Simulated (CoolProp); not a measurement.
A single-stage vapour-compression cycle with n-butane: evaporating at 291.15 K (dew point), condensing at 353.15 K (bubble point), superheat 2 K, subcooling 5 K, compressor efficiency 0.8, no pressure losses. Each further row changes one setting.

Model: reference Helmholtz-energy equation of state, Bücker 2006, in CoolProp.

```
case                              cooling COP  pressure ratio  discharge temperature (K)  refrigerating effect (kJ/kg)  volumetric capacity (kJ/m³)
--------------------------------  -----------  --------------  -------------------------  ----------------------------  ---------------------------
as stated                                2.75            5.20                      353.1                           225                         1110
evaporating temperature 296.15 K            …            4.43                      353.1                             …                         1340
condensing temperature 348.15 K          3.13               …                      348.3                           238                         1180
subcooling 10 K                          2.92            5.20                      353.1                           238                         1180
superheat 12 K                           2.83            5.20                      362.3                             …                         1150
compressor efficiency 0.7                   …            5.20                          …                           225                         1110
```

Q: Fill in the missing entries.

A: 
- evaporating temperature 296.15 K, cooling COP: 3.14
- evaporating temperature 296.15 K, refrigerating effect (kJ/kg): 232
- condensing temperature 348.15 K, pressure ratio: 4.66
- superheat 12 K, refrigerating effect (kJ/kg): 242
- compressor efficiency 0.7, cooling COP: 2.41
- compressor efficiency 0.7, discharge temperature (K): 357.8

The compression ends wet for: as stated; evaporating temperature 296.15 K; subcooling 10 K.
